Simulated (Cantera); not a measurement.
Input (Python, Cantera) and output of one run.

```python
import numpy as np
import cantera as ct

gas_names = """
    H HO2 H2 H2O H2O2 H2S H2SO4 Mg MgH MgO MgOH MgO2H2 MgS Mg2 O OH O2 O3 S SH SO SO2 SO3 S2 S2O S8
""".split()
cond_names = """
    H2O(s) H2O(L) H2SO4(L) Mg(cr) Mg(L) MgO(s) MgO(L) MgO2H2(s) MgS(s) MgSO4(s) MgSO4(L) S(cr1) S(cr2)
    S(L)
""".split()


# ... load() reads the species with a 1 bar reference pressure and builds the phases ...
atoms = {
    'MgSO4': {'Mg': 1, 'S': 1, 'O': 4},
    'H2': {'H': 2},
}
top_T = {'MgS(s)': 2250}  # K; cautious upper limits of use, not melting points


# ... equilibrate(T, P, feed) seeds the gas with the atoms and calls Mixture.equilibrate('TP', solver="vcs", rtol=1e-11, max_steps=5000) ...
results = []
feed = {'MgSO4': 1, 'H2': 0.33}  # mol
T = 2200  # K
P = 11  # Pa
mix = equilibrate(T, P, feed)
results.append((T, P, feed, dict(zip(mix.species_names, mix.species_moles))))
print(gas.report(threshold=1e-06))
for i in range(1, mix.n_phases):
    print(f"{mix.phase(i).name:16s} {mix.phase_moles(i):12.5e} mol")
```

Result:

```
       temperature   2200 K
          pressure   11 Pa
           density   2.0044e-05 kg/m^3
  mean mol. weight   33.33 kg/kmol
   phase of matter   gas

                          1 kg             1 kmol
                     ---------------   ---------------
          enthalpy        2.0036e+06         6.678e+07  J
   internal energy        1.4548e+06        4.8488e+07  J
           entropy             10344        3.4478e+05  J/K
    Gibbs function       -2.0754e+07       -6.9173e+08  J
 heat capacity c_p            1076.9             35892  J/K
 heat capacity c_v            827.41             27578  J/K

                      mass frac. Y      mole frac. X     chem. pot. / RT
                     ---------------   ---------------   ---------------
                 H         0.0015904          0.052588           -16.775
                H2        0.00058007         0.0095901            -33.55
               H2O           0.02139          0.039574           -53.463
                Mg           0.19748           0.27081           -23.094
               MgH        3.6691e-06        4.8312e-06            -39.87
               MgO           0.00489         0.0040439           -43.007
              MgOH        0.00065898        0.00053166           -59.782
            MgO2H2        7.0534e-06        4.0311e-06            -96.47
               MgS         9.926e-06        5.8695e-06           -46.594
                 O          0.055553           0.11573           -19.912
                OH          0.015452          0.030282           -36.688
                O2            0.1934           0.20145           -39.825
                 S         0.0017842         0.0018549             -23.5
                SH        1.9313e-05        1.9466e-05           -40.275
                SO          0.055527          0.038509           -43.412
               SO2           0.45164             0.235           -63.325
               SO3        8.9766e-06        3.7372e-06           -83.237
                S2        6.6414e-06        3.4523e-06               -47
     [   +8 minor]        8.6593e-07        6.1729e-07

Mg(L)             0.00000e+00 mol
MgO(s)            0.00000e+00 mol
MgS(s)            0.00000e+00 mol
MgSO4(L)          0.00000e+00 mol
S(L)              0.00000e+00 mol
```

Equilibrium computed with Cantera from the NASA thermochemical tables; the gas is ideal and each condensed phase is pure.
